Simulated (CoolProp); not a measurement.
Vapour-liquid equilibrium of n-pentane (1) + benzene (2) at 427.5 K; x and y are mole fractions of (1).

Computed with CoolProp (multi-fluid Helmholtz-energy mixture model, Thol 2019 and Thol 2012; pair parameters Bell 2016).

Give the bubble pressure and the first vapour's composition at x = 0.55, 0.65, 0.75. Is there an azeotrope?

x = 0.55: 12.92 bar, y = 0.710; x = 0.65: 13.87 bar, y = 0.776; x = 0.75: 14.81 bar, y = 0.839. No azeotrope shows between x = 0.05 and 0.95.

Pair parameters are fitted to limited data, so mixtures are less certain than the pure fluids.
